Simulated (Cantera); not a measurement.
A freely propagating, adiabatic, planar premixed flame of H2 : O2 : N2 : H2O = 1 : 0.833 : 3.13 : 0.12 (molar parts), equivalence ratio 0.60, unburnt at 500 K and 1.01 bar; mixture-averaged transport, grid criteria slope 0.08 and curve 0.16, no radiation.

Computed with Cantera and the H2/O2 subset of GRI-Mech 3.0, which has no nitrogen chemistry. Burning velocities carry a grid error of a few per cent, more on coarse grids. Lean hydrogen flames are cellular in practice and burn faster than this planar one.

Question: What does this change do: N2 3.13 to 4 parts?

Answer: 
```
quantity                    before     after
------------------------  --------  --------
laminar burning velocity  243 cm/s  145 cm/s
thermal thickness         0.383 mm  0.440 mm
peak x(OH)                 0.00955   0.00544
peak x(H2O2)               4.29e-5   4.23e-5
peak x(O)                  0.00802   0.00446
```

Question: What does this change do: H2 1 to 0.79 parts?

Answer: 
```csv
quantity,before,after
laminar burning velocity,243 cm/s,123 cm/s
thermal thickness,0.383 mm,0.423 mm
peak x(OH),0.00955,0.00502
peak x(H2O2),4.29e-5,5.16e-5
peak x(O),0.00802,0.00421
```
